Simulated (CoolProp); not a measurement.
Vapour-liquid equilibrium of ethylene (1) + ethane (2) at -122.35 °C; x and y are mole fractions of (1).

The numbers come from the multi-fluid Helmholtz-energy mixture model, Smukala 2000 and Bücker 2006; pair parameters Bell 2016 in CoolProp.

| x | bubble pressure, mixture model (bar) | bubble pressure, Raoult's law (bar) | y, mixture model | y, Raoult's law |
|---|---|---|---|---|
| 0.05 | ___ | 0.1126 | 0.154 | 0.129 |
| 0.15 | 0.1387 | 0.1314 | 0.361 | 0.332 |
| 0.25 | ___ | 0.1502 | 0.500 | 0.485 |
| 0.35 | 0.1770 | 0.1690 | ___ | 0.603 |
| 0.45 | 0.1945 | 0.1878 | 0.690 | 0.698 |
| 0.55 | ___ | 0.2066 | 0.763 | 0.775 |
| 0.65 | ___ | 0.2254 | 0.827 | 0.840 |
| 0.75 | 0.2464 | 0.2442 | 0.884 | 0.894 |
| 0.85 | 0.2641 | 0.2630 | ___ | 0.941 |
| 0.95 | 0.2821 | 0.2818 | 0.980 | 0.982 |

Question: Some entries are withheld; supply them.

Answer: 
- 0.05, bubble pressure, mixture model (bar): 0.1160
- 0.25, bubble pressure, mixture model (bar): 0.1586
- 0.35, y, mixture model: 0.605
- 0.55, bubble pressure, mixture model (bar): 0.2117
- 0.65, bubble pressure, mixture model (bar): 0.2290
- 0.85, y, mixture model: 0.935

The largest gap from Raoult's law is +5.6 % in bubble pressure, at x = 0.25. No azeotrope shows between x = 0.05 and 0.95.

Pair parameters are fitted to limited data, so mixtures are less certain than the pure fluids.
